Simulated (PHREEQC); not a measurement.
Ca(OH)2 is added in steps, without added water, to 1 kg of water holding 5.4 mmol/kgw NaH2PO4, 0.058 mmol/kgw NaOH and 110 mmol/kgw NaCl, at 20 °C. O2 is buffered at 0.21 atm. CO2 from the air is kept out. The run lets Portlandite, Hydroxyapatite, Halite precipitate or redissolve, and no other solid.

Base run: PHREEQC, ion-association model, wateq4f.dat. Each further column changes one thing. The table gives pH.

```csv
Ca(OH)2 added (mol),base,0.034 mol/kgw H2SeO4 added,NaOH left out,0.14 mol/kgw HNO3 added,no solid may form
0,5.00,1.40,4.69,(withheld),5.00
0.015,12.26,1.69,12.26,(withheld),12.29
0.03,12.65,(withheld),12.65,1.23,12.66
0.045,12.71,11.89,12.71,(withheld),12.84
0.06,12.71,12.49,12.71,(withheld),12.96
0.075,12.71,12.54,12.71,(withheld),13.05
0.09,12.71,12.54,12.71,(withheld),13.12
0.105,12.71,12.54,12.71,12.44,13.18
0.12,12.71,12.54,12.71,12.44,13.23
```

Task: What belongs in the gaps?

Result: 
- 0, 0.14 mol/kgw HNO3 added: 0.97
- 0.015, 0.14 mol/kgw HNO3 added: 1.08
- 0.03, 0.034 mol/kgw H2SeO4 added: 2.43
- 0.045, 0.14 mol/kgw HNO3 added: 1.44
- 0.06, 0.14 mol/kgw HNO3 added: 1.87
- 0.075, 0.14 mol/kgw HNO3 added: 5.30
- 0.09, 0.14 mol/kgw HNO3 added: 12.27

H3PO4, which wateq4f.dat lacks, is added to it with the constant of phreeqc.dat. In at least one series the solution becomes supersaturated in solids that the run did not let form, among them Portlandite, Hydroxyapatite.
